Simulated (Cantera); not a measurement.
An isothermal, constant-pressure homogeneous reactor starts with 5.02 % H₂, 10.7 % O₂, 84.3 % N₂, equivalence ratio 0.23, at 1200 K and 0.691 atm.

Model: GRI-Mech 3.0 (53 species, 325 reactions), integrated in Cantera. The temperature is held fixed by assumption; the heat of reaction is taken as removed at once.

x: mole fraction; the columns are a selection and need not sum to one.

| t (s) | x H₂ | x O₂ | x H | x N₂O | x H₂O |
|---|---|---|---|---|---|
| 1.00e-6 | 0.0502 | 0.107 | 2.44e-10 | <1e-12 | 3.93e-12 |
| 3.42e-6 | 0.0502 | 0.107 | 8.18e-10 | <1e-12 | 1.15e-10 |
| 1.17e-5 | 0.0502 | 0.107 | 4.12e-9 | <1e-12 | 2.98e-9 |
| 4.00e-5 | 0.0502 | 0.107 | 1.53e-7 | <1e-12 | 2.32e-7 |
| 0.000137 | 0.0307 | 0.0970 | 0.00753 | … | 0.0149 |
| 0.000468 | 0.000389 | 0.0836 | 0.000120 | … | 0.0508 |
| 0.00160 | 3.11e-5 | 0.0837 | 1.90e-6 | 1.40e-7 | 0.0514 |
| 0.00548 | 2.50e-6 | 0.0837 | 7.73e-8 | 1.47e-7 | 0.0514 |
| 0.0187 | 2.33e-7 | 0.0837 | 5.67e-9 | 1.50e-7 | 0.0514 |
| 0.0641 | 4.19e-8 | 0.0837 | 6.47e-10 | 1.50e-7 | 0.0514 |
| 0.219 | 1.07e-8 | 0.0837 | 9.54e-11 | 1.47e-7 | 0.0514 |
| 0.750 | 3.86e-9 | 0.0837 | 2.14e-11 | … | 0.0514 |
| 2.56 | 2.78e-9 | 0.0837 | 1.29e-11 | … | 0.0514 |
| 8.77 | 2.73e-9 | 0.0837 | 1.24e-11 | … | 0.0514 |
| 30.0 | 2.72e-9 | 0.0837 | 1.24e-11 | … | 0.0514 |

Fill in the missing entries.


- 0.000137, x N₂O: 7.32e-9
- 0.000468, x N₂O: 1.17e-7
- 0.750, x N₂O: 1.30e-7
- 2.56, x N₂O: 8.39e-8
- 8.77, x N₂O: 2.29e-8
- 30.0, x N₂O: 8.04e-9
